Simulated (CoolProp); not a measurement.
Vapour-liquid equilibrium of m-xylene (1) + n-nonane (2) at 0.145 MPa; x and y are mole fractions of (1).

Values from CoolProp's multi-fluid Helmholtz-energy mixture model, Zhou 2012 and Lemmon 2006; pair parameters Bell 2016.

| x | bubble temperature (K) | y at the bubble point | dew temperature at overall composition x (K) | liquid density (mol/L) |
|---|---|---|---|---|
| 0.05 | 436.6 | 0.079 | 437.1 | 4.732 |
| 0.125 | 434.7 | 0.185 | 435.8 | 4.867 |
| 0.2 | 433.1 | 0.279 | 434.4 | 5.006 |
| 0.275 | 431.7 | 0.362 | 433.1 | 5.151 |
| 0.35 | 430.5 | 0.437 | 431.9 | 5.302 |
| 0.425 | 429.5 | 0.506 | 430.7 | 5.460 |
| 0.5 | 428.6 | 0.571 | 429.6 | 5.626 |
| 0.575 | 427.9 | 0.633 | 428.6 | 5.800 |
| 0.65 | 427.3 | 0.694 | 427.7 | 5.983 |
| 0.725 | 426.8 | 0.755 | 427.0 | 6.176 |
| 0.8 | 426.4 | 0.817 | 426.5 | 6.380 |
| 0.875 | 426.2 | 0.881 | 426.2 | 6.595 |
| 0.95 | 426.1 | 0.950 | 426.1 | 6.823 |

No azeotrope shows between x = 0.05 and 0.95.

Pair parameters are fitted to limited data, so mixtures are less certain than the pure fluids.
